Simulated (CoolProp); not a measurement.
Properties of hydrogen sulfide at several states.

Model: reference Helmholtz-energy equation of state, Lemmon 2006, in CoolProp. It is a short technical equation, of lower accuracy than the large ones.

| T (K) | p (bar) | phase | cp (kJ/(kg K)) | speed of sound (m/s) | Joule-Thomson coefficient (K/MPa) | isothermal compressibility (1/MPa) | viscosity (µPa s) |
|---|---|---|---|---|---|---|---|
| 687.8 | 80.5 | gas | 1.275 | 460.0 | 2.500 | … | … |
| 276.2 | 0.177 | gas | 0.9970 | 298.5 | 20.57 | 56.59 | 11.2 |
| 651.9 | 0.429 | gas | 1.173 | 448.1 | 3.091 | 23.31 | 25.8 |
| 309.4 | 0.782 | gas | 1.014 | 314.8 | 15.80 | 12.86 | 12.6 |
| 437.3 | 0.192 | gas | 1.061 | 372.2 | 7.384 | 52.11 | 17.9 |
| 354.9 | 0.696 | gas | 1.027 | 336.6 | 11.61 | 14.41 | … |

Problem. What belongs in the gaps?

Solution. 
- 687.8, isothermal compressibility (1/MPa): 0.1270
- 687.8, viscosity (µPa s): 28.0
- 354.9, viscosity (µPa s): 14.5

Viscosity comes from a separate model (Quiñones-Cisneros 2012).
